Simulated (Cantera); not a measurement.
Input (Python, Cantera):

```python
import numpy as np
import cantera as ct

gas = ct.Solution("gri30.yaml")


def delay(T, t_max=10):
    gas.TPX = T, 120000, {'CH4': 1, 'O2': 3.64, 'N2': 17.5}
    reactor = ct.IdealGasConstPressureReactor(gas, clone=False)
    net = ct.ReactorNet([reactor])
    net.rtol, net.atol = 1e-8, 1e-16
    while net.time < t_max:
        t_old, T_old = net.time, reactor.T
        net.step()
        if reactor.T > T + 400:  # ignition: a rise of 400 K
            return t_old + (T + 400 - T_old) / (reactor.T - T_old) * (net.time - t_old)
    return np.nan


taus = []
for T in [1198, 1298, 1398, 1498, 1598, 1698, 1798]:
    taus.append(delay(T))
    print(f"T0 = {T:6g} K   tau = {taus[-1]:.4e} s")
```

Result:

```
T0 =   1198 K   tau = 3.6882e-02 s
T0 =   1298 K   tau = 9.5790e-03 s
T0 =   1398 K   tau = 2.8875e-03 s
T0 =   1498 K   tau = 1.0214e-03 s
T0 =   1598 K   tau = 4.2529e-04 s
T0 =   1698 K   tau = 2.0360e-04 s
T0 =   1798 K   tau = 1.0861e-04 s
```

Computed with Cantera and GRI-Mech 3.0 (53 species, 325 reactions).
